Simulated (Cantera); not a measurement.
**Premixed flame**

A freely propagating, adiabatic, planar premixed flame of H2 : O2 : N2 = 1 : 0.455 : 1.71 (molar parts), unburnt at 700 K and 0.168 atm; mixture-averaged transport, grid criteria slope 0.08 and curve 0.16, no radiation.

Detailed kinetics in Cantera: the H2/O2 subset of GRI-Mech 3.0, which has no nitrogen chemistry. Burning velocities carry a grid error of a few per cent, more on coarse grids.

| z (mm) | T (K) | u (m/s) | x H2 | x O2 | x HO2 | x OH | x H2O2 | x O |
|---|---|---|---|---|---|---|---|---|
| -15.7 | 700 | 8.88 | 0.316 | 0.144 | <1e-8 | <1e-8 | <1e-8 | <1e-8 |
| -10.5 | 700 | 8.88 | 0.316 | 0.144 | <1e-8 | <1e-8 | <1e-8 | <1e-8 |
| -7.84 | 700 | 8.88 | 0.316 | 0.144 | <1e-8 | <1e-8 | <1e-8 | <1e-8 |
| -5.23 | 700 | 8.88 | 0.316 | 0.144 | 3.74e-7 | <1e-8 | <1e-8 | <1e-8 |
| -2.61 | 704 | 8.93 | 0.315 | 0.144 | 4.14e-5 | 1.50e-5 | 1.68e-7 | 1.04e-5 |
| -1.31 | 790 | 9.94 | 0.296 | 0.140 | 3.42e-5 | 0.000263 | 3.19e-7 | 0.000376 |
| 0 | 1152 | 14.1 | 0.151 | 0.0883 | 1.64e-5 | 0.00386 | 8.64e-7 | 0.00870 |
| 1.31 | 1423 | 17.2 | 0.0601 | 0.0339 | 5.76e-6 | 0.00920 | 8.86e-7 | 0.0159 |
| 2.61 | 1542 | 18.5 | 0.0581 | 0.0285 | 4.22e-6 | 0.0117 | 6.61e-7 | 0.0161 |
| 5.23 | 1684 | 20.0 | 0.0610 | 0.0256 | 3.20e-6 | 0.0146 | 3.91e-7 | 0.0152 |
| 10.5 | 1844 | 21.6 | 0.0627 | 0.0223 | 2.36e-6 | 0.0174 | 2.05e-7 | 0.0134 |
| 20.9 | 2012 | 23.3 | 0.0624 | 0.0188 | 1.71e-6 | 0.0195 | 1.10e-7 | 0.0109 |
| 41.8 | 2179 | 24.9 | 0.0600 | 0.0151 | 1.31e-6 | 0.0203 | 6.79e-8 | 0.00816 |
x: mole fraction of selected species; z is measured from the peak of heat release.

The laminar burning velocity is 888 cm/s and the thermal thickness is 5.23 mm. The peak x(HO2) is 4.26e-5. The peak x(OH) is 0.0203 and the peak x(H2O2) is 1.01e-6. The peak x(O) comes out as 0.0162.
